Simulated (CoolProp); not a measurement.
Model: reference Helmholtz-energy equation of state, Thol 2018, in CoolProp.

**Question.** For hydrogen chloride, give the phase and the speed of sound (m/s), Joule-Thomson coefficient (K/MPa) at 615.1 K and 283 kPa; 508.5 K and 155 kPa; 411.9 K and 516 kPa.

**Answer.** 
- 615.1 K and 283 kPa: gas; speed of sound 442, Joule-Thomson coefficient 3.89
- 508.5 K and 155 kPa: gas; speed of sound 402, Joule-Thomson coefficient 5.47
- 411.9 K and 516 kPa: gas; speed of sound 361, Joule-Thomson coefficient 7.89
